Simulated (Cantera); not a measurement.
Feed: 1 mol Si, 0.01 mol N2O, 89 mol N2, 0.095 mol H2O, held at 1500 Pa.

Equilibrium computed with Cantera from the NASA thermochemical tables; the gas is ideal and each condensed phase is pure. Candidate condensed phases: H2O, Si, SiO2, Si2N2O, Si3N4; 35 gas species. Mutual solubility and eutectic melting of coexisting phases are not modelled. The tables' values for SiN are old estimates; treat these amounts as uncertain. Rates play no part.

x: gas mole fraction; n: condensed amount in mol.

```tsv
T (°C)	x N2	x Si	x SiO	x H2	x H	x Si2N	x SiN	n Si2N2O(s)	n Si3N4(s)	n Si(l)
900	0.999	<1e-12	___	0.00107	3.15e-8	<1e-12	<1e-12	0.105	0.263	0
1000	0.999	<1e-12	___	0.00107	1.91e-7	<1e-12	<1e-12	0.105	0.263	0
1100	0.999	8.99e-11	___	0.00107	8.91e-7	<1e-12	2.55e-11	0.105	0.263	0
1200	0.999	5.48e-9	___	0.00107	3.38e-6	2.12e-11	9.69e-10	0.105	0.263	0
1300	0.999	1.97e-7	___	0.00107	1.09e-5	2.01e-9	2.30e-8	0.0986	0.265	0
1400	0.998	4.57e-6	___	0.00106	3.02e-5	1.10e-7	3.71e-7	0.0161	0.293	0
1500	0.998	7.40e-5	0.00118	0.00103	7.47e-5	3.75e-6	4.35e-6	0	0.296	0
1600	0.997	0.000588	0.00118	0.000981	0.000165	3.85e-5	2.59e-5	0	0	0.832
1700	0.995	0.00210	0.00117	0.000895	0.000330	9.62e-5	7.14e-5	0	0	0.678
1800	0.990	0.00665	0.00117	0.000756	0.000590	0.000219	0.000178	0	0	0.222
```

Question: Complete the blanks.

Answer: 
- 900, x SiO: 1.95e-11
- 1000, x SiO: 2.13e-9
- 1100, x SiO: 1.16e-7
- 1200, x SiO: 3.62e-6
- 1300, x SiO: 7.24e-5
- 1400, x SiO: 0.00100
